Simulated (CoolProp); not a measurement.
Properties of dimethyl carbonate along the isotherm 326.85 °C (Tc = 283.9 °C, pc = 49.09 bar, ω = 0.346).

Values from CoolProp's reference Helmholtz-energy equation of state, Zhou 2011.

```tsv
p (bar)	phase	cp (kJ/(kg K))	cv (kJ/(kg K))	isothermal compressibility (1/MPa)	expansivity (1/kK)	fugacity coefficient
32.7	gas	2.061	1.806	0.3946	3.522	0.8274
65.5	supercritical	3.247	1.889	0.3317	13.07	0.6636
98.2	supercritical	3.468	1.894	0.09116	10.56	0.5254
131	supercritical	2.943	1.874	0.03381	5.794	0.4417
164	supercritical	2.726	1.867	?	4.119	0.3908
196	supercritical	2.607	1.864	0.01367	3.289	0.3588
229	supercritical	2.529	1.863	0.01039	2.768	0.3364
262	supercritical	?	1.863	0.008370	2.417	0.3212
295	supercritical	2.434	1.863	?	2.164	0.3109
327	supercritical	2.404	1.864	0.006054	1.976	0.3042
360	supercritical	2.379	1.865	0.005313	1.823	0.3000
393	supercritical	2.359	1.866	0.004735	1.699	0.2980
425	supercritical	2.342	1.867	0.004286	1.599	0.2977
458	supercritical	2.328	1.868	0.003905	1.512	0.2988
491	supercritical	2.316	1.870	0.003588	1.437	0.3012
```

Problem. Some entries are withheld; supply them.

Solution. 
- 164, isothermal compressibility (1/MPa): 0.01955
- 262, cp (kJ/(kg K)): 2.474
- 295, isothermal compressibility (1/MPa): 0.007007

The peak of cp marks the crossing from liquid-like to gas-like fluid above the critical point.
